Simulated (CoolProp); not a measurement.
Values from CoolProp's reference Helmholtz-energy equation of state, Akasaka 2024.

Q: For R1132(E), give the phase and the cv (kJ/(kg K)), speed of sound (m/s), Joule-Thomson coefficient (K/MPa) at 58.45 °C and 1.01 bar; 109.75 °C and 1.01 bar; 115.45 °C and 1.01 bar.

A: 
- 58.45 °C and 1.01 bar: gas; cv 0.871, speed of sound 221, Joule-Thomson coefficient 11.7
- 109.75 °C and 1.01 bar: gas; cv 0.953, speed of sound 237, Joule-Thomson coefficient 7.91
- 115.45 °C and 1.01 bar: gas; cv 0.962, speed of sound 239, Joule-Thomson coefficient 7.61
